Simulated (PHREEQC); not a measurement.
A column of 1 m (30 cells, dispersivity 0.08 m, 60 s a shift, diffusion coefficient 3e-10 m²/s) holds 0.012 eq of the database's cation exchanger X per kg of pore water, first in equilibrium with 0.0001 mol PbCl2 and 1e-05 mol HCl per kg of water. It is flushed with 0.55 mmol/kgw PbCl2, 21 mmol/kgw KCl and 0.01 mmol/kgw HCl, at 15 °C. Values are for the last cell. The system is closed to CO2. Nothing may precipitate in this run.

The series has 31 steps of pore volumes, from 0 to 4.017.

Computed with PHREEQC (ion-association model, phreeqc.dat).

After how many pore volumes does K at the outlet first reach half of its feed value?

By 1.4 pore volumes.
